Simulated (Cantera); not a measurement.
**Adiabatic ignition**

An adiabatic, constant-volume homogeneous reactor starts with CH4 : O2 : N2 : H2O = 1 : 0.8 : 6.64 : 0.25 (molar parts), at 1773 K and 0.987 atm.

Model: GRI-Mech 3.0 (53 species, 325 reactions), integrated in Cantera.

```json
[
 {"t (s)": "1.00e-6", "T (K)": "1773", "P (bar)": "1.000", "x CH4": "0.115", "x O2": "0.0921", "x H2O": "0.0288", "x HO2": "6.72e-7", "x CH3": "8.42e-6", "x NO2": "<1e-12"},
 {"t (s)": "3.74e-6", "T (K)": "1773", "P (bar)": "1.000", "x CH4": "0.115", "x O2": "0.0921", "x H2O": "0.0288", "x HO2": "2.29e-6", "x CH3": "3.63e-5", "x NO2": "<1e-12"},
 {"t (s)": "1.40e-5", "T (K)": "1772", "P (bar)": "1.000", "x CH4": "0.115", "x O2": "0.0920", "x H2O": "0.0288", "x HO2": "5.91e-6", "x CH3": "0.000151", "x NO2": "<1e-12"},
 {"t (s)": "5.23e-5", "T (K)": "1771", "P (bar)": "0.999", "x CH4": "0.114", "x O2": "0.0918", "x H2O": "0.0291", "x HO2": "9.23e-6", "x CH3": "0.000655", "x NO2": "<1e-12"},
 {"t (s)": "0.000196", "T (K)": "1812", "P (bar)": "1.03", "x CH4": "0.0940", "x O2": "0.0821", "x H2O": "0.0391", "x HO2": "6.48e-5", "x CH3": "0.00361", "x NO2": "1.98e-11"},
 {"t (s)": "0.000731", "T (K)": "2426", "P (bar)": "1.56", "x CH4": "0.000232", "x O2": "1.82e-6", "x H2O": "0.0791", "x HO2": "1.64e-9", "x CH3": "0.000124", "x NO2": "8.72e-10"},
 {"t (s)": "0.00273", "T (K)": "2415", "P (bar)": "1.55", "x CH4": "2.23e-10", "x O2": "2.60e-6", "x H2O": "0.0767", "x HO2": "2.31e-9", "x CH3": "1.44e-10", "x NO2": "1.36e-9"},
 {"t (s)": "0.0102", "T (K)": "2416", "P (bar)": "1.56", "x CH4": "4.50e-11", "x O2": "2.72e-6", "x H2O": "0.0769", "x HO2": "2.42e-9", "x CH3": "2.97e-11", "x NO2": "5.79e-10"},
 {"t (s)": "0.0382", "T (K)": "2417", "P (bar)": "1.56", "x CH4": "4.22e-11", "x O2": "2.74e-6", "x H2O": "0.0769", "x HO2": "2.43e-9", "x CH3": "2.79e-11", "x NO2": "3.03e-10"},
 {"t (s)": "0.143", "T (K)": "2417", "P (bar)": "1.56", "x CH4": "4.21e-11", "x O2": "2.75e-6", "x H2O": "0.0769", "x HO2": "2.43e-9", "x CH3": "2.78e-11", "x NO2": "2.90e-10"},
 {"t (s)": "0.535", "T (K)": "2417", "P (bar)": "1.56", "x CH4": "4.21e-11", "x O2": "2.75e-6", "x H2O": "0.0769", "x HO2": "2.43e-9", "x CH3": "2.78e-11", "x NO2": "2.90e-10"},
 {"t (s)": "2.00", "T (K)": "2417", "P (bar)": "1.56", "x CH4": "4.21e-11", "x O2": "2.75e-6", "x H2O": "0.0769", "x HO2": "2.43e-9", "x CH3": "2.78e-11", "x NO2": "2.90e-10"}
]
```
x: mole fraction; the columns are a selection and need not sum to one.

```yaml
time_of_steepest_temperature_rise: 0.268 ms
temperature at 2.00 s: 2417 K
equilibrium_temperature: 2417 K
x(CH4) at 2.00 s: 4.21e-11 (gas-phase equilibrium 4.73e-11)
x(O2) at 2.00 s: 2.75e-6 (gas-phase equilibrium 2.75e-6)
x(H2O) at 2.00 s: 0.0769 (gas-phase equilibrium 0.0769)
```
